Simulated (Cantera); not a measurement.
**n-butane + H2 (carbon deposition, reforming and gasification)**

Charge: 1 mol n-butane, 77 mol H2, equilibrated at 1375 K and 13300 Pa.

Method: chemical equilibrium by Gibbs-energy minimisation in Cantera with the NASA 1993 tables (ideal gas, pure condensed phases). Candidate condensed phases: C, C6H6, C7H8, C8H18; 76 gas species. Equilibrium is a limit: real reactors are often held back by kinetics, nucleation or transport.

The x(H2) is 0.999. The x(CH4) is 0.000663 and the x(H) comes out as 9.38e-6. The x(C2H2 (acetylene)) is 1.78e-6 and the n(C(graphite)) is 3.95 mol. The gas amount is 81.95 mol.
